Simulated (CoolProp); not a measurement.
Computed with CoolProp (reference Helmholtz-energy equation of state, Bücker 2006).

**Question.** For ethane, give the phase and the cp (kJ/(kg K)), speed of sound (m/s), conductivity (mW/(m K)) at 605.4 K and 0.101 MPa.

**Answer.** 
- 605.4 K and 0.101 MPa: gas; cp 2.99, speed of sound 429, conductivity 74.4

Thermal conductivity comes from a separate model (Friend 1991).
